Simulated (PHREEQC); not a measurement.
# Polishing slurry liquid: an equilibrium model

Dissolve 0.023 mol NH3, 4.1e-05 mol (NH4)2SiF6 and 0.0037 mol CO2 per kg of water at 25 °C. Closed to the air; pH follows from the charge balance.

Computed with PHREEQC (ion-association model, phreeqc.dat).

This is a speciation only: nothing precipitates in the calculation.

What pH, ionic strength, specific conductance does the model give?

pH 9.83; ionic strength 0.00617 mol/kgw; specific conductance 631 µS/cm.

In which forms is N present?

NH3 78 %, NH4+ 22 % of the N.

SiF6-2 is the database's only silicon fluoride.
